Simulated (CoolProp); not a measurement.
A single-stage vapour-compression cycle with R152A: evaporating at 243.15 K (dew point), condensing at 263.15 K (bubble point), superheat 0 K, subcooling 2 K, compressor efficiency 0.6, no pressure losses. Each further row changes one setting.

Values from CoolProp's reference Helmholtz-energy equation of state, Outcalt 1996. It is a modified Benedict-Webb-Rubin equation, recast in Helmholtz form.

```
case                              cooling COP  pressure ratio  discharge temperature (K)  refrigerating effect (kJ/kg)  volumetric capacity (kJ/m³)
--------------------------------  -----------  --------------  -------------------------  ----------------------------  ---------------------------
as stated                                6.89            2.35                      291.5                           306                          799
evaporating temperature 248.15 K         9.53            1.87                      283.8                           309                          ___
condensing temperature 258.15 K          9.34            1.93                      280.2                           314                          821
subcooling 7 K                            ___            2.35                      291.5                           314                          821
superheat 10 K                            ___            2.35                      302.3                           315                          788
compressor efficiency 0.5                 ___            2.35                        ___                           306                          799
```

### Question
Fill in the missing entries.

### Answer

- evaporating temperature 248.15 K, volumetric capacity (kJ/m³): 1000
- subcooling 7 K, cooling COP: 7.07
- superheat 10 K, cooling COP: 6.79
- compressor efficiency 0.5, cooling COP: 5.74
- compressor efficiency 0.5, discharge temperature (K): 299.7
